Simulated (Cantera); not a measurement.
An adiabatic, constant-pressure homogeneous reactor starts with CH4 : O2 : N2 = 1 : 4.08 : 15.3 (molar parts), at 1425 K and 0.306 atm. Integrator tolerance rtol = 1e-08.

Cantera simulation using GRI-Mech 3.0 (53 species, 325 reactions); the numbers are that mechanism's predictions, not measurements.

```csv
quantity,before,after
time of steepest temperature rise,4.82 ms,0.219 ms
temperature at 6.00 s,2326 K,2389 K
equilibrium temperature,2326 K,2389 K
x(CH4) at 6.00 s,<1e-12 (gas-phase equilibrium <1e-12),<1e-12 (gas-phase equilibrium <1e-12)
x(O2) at 6.00 s,0.0949 (gas-phase equilibrium 0.0949),0.0949 (gas-phase equilibrium 0.0949)
x(O) at 6.00 s,0.00321 (gas-phase equilibrium 0.00321),0.000676 (gas-phase equilibrium 0.000676)
x(NO2) at 6.00 s,4.37e-6 (gas-phase equilibrium 4.37e-6),3.10e-5 (gas-phase equilibrium 3.10e-5)
x(C2H4) at 6.00 s,<1e-12 (gas-phase equilibrium <1e-12),<1e-12 (gas-phase equilibrium <1e-12)
```

### Question
Which change was made?
A. pressure from 0.306 atm to 0.375 atm
B. pressure from 0.306 atm to 13.8 atm
C. CH4 1 to 2.6 parts
D. O2 4.08 to 2.4 parts

### Answer
B, pressure from 0.306 atm to 13.8 atm
